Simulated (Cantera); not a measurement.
A closed system holds: 1 mol PbCl2, 24 mol N2, equilibrated at 1077 °C and 0.100 bar.

Cantera equilibrium calculation (NASA polynomials, part measured and part estimated; ideal gas, pure solids and liquids). Candidate condensed phases: Pb, PbCl2; 9 gas species. The tables' values for PbCl4 are old estimates; treat these amounts as uncertain. The numbers say what is thermodynamically allowed, not how fast it happens.

Base state: N2 0.960, PbCl2 0.0303, PbCl 0.00629, PbCl4 0.00329, Pb 0.000160, Cl 2.48e-5 (mole fractions); condensed: gas only.

Task: What changes in the equilibrium state with this change: temperature from 1077 °C to 352 °C?

Result: 
```csv
species,before,after
N2,0.960,1.000
PbCl4,0.00329,7.85e-5
PbCl2,0.0303,5.09e-6
PbCl,0.00629,6.88e-8
Pb,0.000160,<1e-9
Cl,2.48e-5,<1e-9
"Pb(l), mol",0,0.00188
"PbCl2(s), mol",0,0.996
```
